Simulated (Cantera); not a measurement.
**Adiabatic ignition**

An adiabatic, constant-pressure homogeneous reactor starts with 12.5 % CH4, 17.9 % O2, 67.4 % N2, 2.13 % H2O, equivalence ratio 1.4, at 1475 K and 1.00 atm.

Detailed kinetics in Cantera: GRI-Mech 3.0 (53 species, 325 reactions).

| t (s) | T (K) | x CH4 | x O2 | x H2O | x H2O2 | x C2H |
|---|---|---|---|---|---|---|
| 7.00e-6 | 1475 | 0.125 | 0.179 | 0.0213 | 9.28e-9 | <1e-12 |
| 1.62e-5 | 1475 | 0.125 | 0.179 | 0.0213 | 3.40e-8 | <1e-12 |
| 3.74e-5 | 1475 | 0.125 | 0.179 | 0.0213 | 9.47e-8 | <1e-12 |
| 8.64e-5 | 1475 | 0.125 | 0.179 | 0.0213 | 1.92e-7 | <1e-12 |
| 0.000200 | 1475 | 0.125 | 0.179 | 0.0214 | 2.48e-7 | <1e-12 |
| 0.000461 | 1476 | 0.125 | 0.179 | 0.0217 | 3.75e-7 | <1e-12 |
| 0.00107 | 1486 | 0.122 | 0.177 | 0.0236 | 1.52e-6 | <1e-12 |
| 0.00246 | 2705 | <1e-12 | 0.00231 | 0.179 | 9.15e-8 | <1e-12 |
| 0.00569 | 2704 | <1e-12 | 0.00204 | 0.179 | 8.60e-8 | <1e-12 |
| 0.0131 | 2703 | <1e-12 | 0.00201 | 0.179 | 8.50e-8 | <1e-12 |
| 0.0304 | 2703 | <1e-12 | 0.00201 | 0.179 | 8.50e-8 | <1e-12 |
| 0.0702 | 2703 | <1e-12 | 0.00201 | 0.179 | 8.50e-8 | <1e-12 |
| 0.162 | 2703 | <1e-12 | 0.00201 | 0.179 | 8.50e-8 | <1e-12 |
| 0.375 | 2703 | <1e-12 | 0.00201 | 0.179 | 8.50e-8 | <1e-12 |
| 0.866 | 2703 | <1e-12 | 0.00201 | 0.179 | 8.50e-8 | <1e-12 |
| 2.00 | 2703 | <1e-12 | 0.00201 | 0.179 | 8.50e-8 | <1e-12 |
x: mole fraction; the columns are a selection and need not sum to one.

| Quantity | Value |
|---|---|
| time of steepest temperature rise | 1.86 ms |
| temperature at 2.00 s | 2703 K |
| equilibrium temperature | 2703 K |
| x(CH4) at 2.00 s | <1e-12 (gas-phase equilibrium <1e-12) |
| x(O2) at 2.00 s | 0.00201 (gas-phase equilibrium 0.00201) |
| x(H2O) at 2.00 s | 0.179 (gas-phase equilibrium 0.179) |
